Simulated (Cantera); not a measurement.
# Premixed flame

A freely propagating, adiabatic, planar premixed flame of 4.81 % CH₄, 0.250 % C₂H₆, 2.94 % C₃H₈, 19.3 % O₂, 72.7 % N₂, unburnt at 550 K and 0.572 atm; mixture-averaged transport, grid criteria slope 0.08 and curve 0.16, no radiation.

Model: GRI-Mech 3.0 (53 species, 325 reactions), integrated in Cantera. GRI-Mech 3.0 was tuned for natural gas; its chemistry of propane as a main component is partial and can be far from experiment. Burning velocities carry a grid error of a few per cent, more on coarse grids.

```csv
z (mm),T (K),u (m/s),x CH₄,x C₂H₆,x C₃H₈,x CH₂,x H₂,x H
-1.50,550,1.20,0.0480,0.00250,0.0293,<1e-8,0.00203,<1e-8
-1.00,552,1.20,0.0478,0.00249,0.0292,<1e-8,0.00576,<1e-8
-0.751,560,1.23,0.0473,0.00248,0.0290,<1e-8,0.0107,1.22e-8
-0.501,624,1.39,0.0451,0.00254,0.0284,<1e-8,0.0204,1.58e-6
-0.250,1034,2.38,0.0339,0.00345,0.0190,5.29e-7,0.0364,0.000143
-0.125,1441,3.41,0.0211,0.00231,0.00525,1.97e-5,0.0442,0.00115
0,1808,4.37,0.00720,0.000229,0.000127,0.000103,0.0463,0.00477
0.125,1993,4.84,0.00116,3.18e-6,1.62e-7,7.65e-5,0.0424,0.00928
0.250,2050,4.97,0.000118,2.39e-8,<1e-8,1.59e-5,0.0387,0.0123
0.501,2077,5.01,1.05e-6,<1e-8,<1e-8,2.38e-7,0.0375,0.0140
1.00,2099,5.04,<1e-8,<1e-8,<1e-8,<1e-8,0.0385,0.0135
2.00,2126,5.10,<1e-8,<1e-8,<1e-8,<1e-8,0.0386,0.0118
4.00,2162,5.17,<1e-8,<1e-8,<1e-8,<1e-8,0.0382,0.00942
```
x: mole fraction of selected species; z is measured from the peak of heat release.

* **laminar burning velocity**: 119 cm/s
* **thermal thickness**: 0.501 mm
* **peak x(CH₂)**: 0.000113
* **peak x(H₂)**: 0.0466
* **peak x(H)**: 0.0141
* **grid points**: 151
